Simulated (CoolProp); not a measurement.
A Linde-Hampson liquefier for ethane: isothermal reversible compression at 320 K from 1 atm to 40 MPa, throttling to 1 atm, return gas leaving the recuperator 0 K below the feed. Each further row changes one setting.

Model: reference Helmholtz-energy equation of state, Bücker 2006, in CoolProp.

```json
[
 {"case": "as stated", "liquid yield per pass": "(withheld)", "compression work (kJ/kg of gas)": "414"},
 {"case": "high pressure 80 MPa", "liquid yield per pass": "(withheld)", "compression work (kJ/kg of gas)": "(withheld)"},
 {"case": "warm-end temperature 350 K", "liquid yield per pass": "(withheld)", "compression work (kJ/kg of gas)": "(withheld)"},
 {"case": "warm-end gap 5 K", "liquid yield per pass": "(withheld)", "compression work (kJ/kg of gas)": "414"}
]
```

Q: Complete the blanks.

A: 
- as stated, liquid yield per pass: 0.461
- high pressure 80 MPa, liquid yield per pass: 0.410
- high pressure 80 MPa, compression work (kJ/kg of gas): 499
- warm-end temperature 350 K, liquid yield per pass: 0.392
- warm-end temperature 350 K, compression work (kJ/kg of gas): 482
- warm-end gap 5 K, liquid yield per pass: 0.454
